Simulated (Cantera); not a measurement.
Feed: 1 mol CS₂, 0.31 mol O₂, 43 mol N₂, at 3100 K and 0.880 bar.

These are equilibrium values from Cantera (NASA tables, ideal gas, pure condensed phases), not measurements of a reactor. Candidate condensed phases: C, S; 35 gas species. Rates play no part.

**Question.** What is the equilibrium state?

**Answer.** 
| Property | Value |
|---|---|
| x(N₂) | 0.947 |
| x(S) | 0.0254 |
| x(CO) | 0.0137 |
| x(CS) | 0.00809 |
| x(S₂) | 0.00502 |
| x(CS₂) | 0.000203 |
| x(SN) | 0.000148 |
| x(CN) | 7.40e-5 |
| x(N) | 2.70e-5 |
| gas amount | 45.38 mol |
| log10 activity of C(graphite) (absent) | -1.90 |
| log10 activity of S(l) (absent) | -3.07 |
